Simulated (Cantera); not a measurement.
An isothermal plug-flow reactor at 1075 K and 0.400 bar (inlet), inlet velocity 2.4 m/s, active area per volume 1300 1/m; feed CH4 : O2 : N2 : H2O = 0.0043 : 0.01 : 0.79 : 0.08 (molar parts), equivalence ratio 0.86.

Model: Deutschmann's 1995 Pt surface mechanism with GRI-Mech 3.0 gas chemistry, integrated in Cantera. Catalytic surfaces can have several steady states; this one follows from the mechanism file's or the stated starting coverage. Mass transfer to the wall is taken as infinitely fast.

Q: What does this change do: pressure from 0.400 bar to 0.230 bar?

A: 
```csv
quantity,before,after
x(CH4) at z = 0.0037 m,0.00120,0.000907
x(O2) at z = 0.0037 m,0.00400,0.00341
x(H2O) at z = 0.0037 m,0.0978,0.0984
x(CO2) at z = 0.0037 m,0.00365,0.00394
x(CO) at z = 0.0037 m,1.81e-6,1.57e-6
θ(free Pt) at the exit,0.561,0.608
θ(O*) at the exit,0.435,0.389
θ(OH*) at the exit,0.00345,0.00258
```

Q: What does this change do: CH4 0.0043 to 0.0034 parts?

A: 
| quantity | before | after |
|---|---|---|
| x(CH4) at z = 0.0037 m | 0.00120 | 0.00104 |
| x(O2) at z = 0.0037 m | 0.00400 | 0.00573 |
| x(H2O) at z = 0.0037 m | 0.0978 | 0.0961 |
| x(CO2) at z = 0.0037 m | 0.00365 | 0.00279 |
| x(CO) at z = 0.0037 m | 1.81e-6 | 1.46e-6 |
| θ(free Pt) at the exit | 0.561 | 0.532 |
| θ(O*) at the exit | 0.435 | 0.465 |
| θ(OH*) at the exit | 0.00345 | 0.00344 |
